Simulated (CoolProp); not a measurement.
A simple Rankine cycle with R227EA: condensing at 305.15 K, boiler at 2.39 MPa, turbine inlet 474 K, turbine efficiency 0.8, pump efficiency 0.8, no recuperator. Each further row changes one setting.

Values from CoolProp's reference Helmholtz-energy equation of state, Lemmon 2016.

```json
[
 {"case": "as stated", "thermal efficiency (%)": "8.5", "net work (kJ/kg)": "22.2", "heat in (kJ/kg)": "260", "turbine exit temperature (K)": "442.0", "volume ratio over the turbine": "4.35"},
 {"case": "condensing temperature 297.15 K", "thermal efficiency (%)": "9.7", "net work (kJ/kg)": "26.1", "heat in (kJ/kg)": "270", "turbine exit temperature (K)": "437.5", "volume ratio over the turbine": "5.51"},
 {"case": "boiler pressure 1.67 MPa", "thermal efficiency (%)": "6.6", "net work (kJ/kg)": "17.5", "heat in (kJ/kg)": "264", "turbine exit temperature (K)": "450.9", "volume ratio over the turbine": "2.99"},
 {"case": "turbine efficiency 0.7", "thermal efficiency (%)": "7.4", "net work (kJ/kg)": "19.2", "heat in (kJ/kg)": "260", "turbine exit temperature (K)": "445.0", "volume ratio over the turbine": "4.38"}
]
```
